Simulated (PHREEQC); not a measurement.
## Ultrapure water in contact with air or piping (model solution)

A made-up water analysis in mg/kgw, 75 °C, pH 5.87, pe 10:

```csv
constituent,mg/kgw
Na,0.0278
K,0.0248
Ca,0.0263
Mg,0.00344
Cl,0.0807
S(6) as SO4,0.0507
Alkalinity as HCO3,0.0072
Zn,6.03e-05
O(0) (dissolved oxygen),0.000692
Ba,0.000185
```

Valence states are taken as typed.

Equilibrium calculation in PHREEQC: ion-association model, phreeqc.dat.

Precipitation was switched off in this run.

Question: Predict the ionic strength, charge-balance error.

Answer: ionic strength 6.13e-6 mol/kgw; charge-balance error -0.1 %.

Question: In which forms is Zn present?

Answer: Zn+2 98 %, ZnOH+ 2.0 % of the Zn.

Constants without temperature data keep their 25 °C values here.
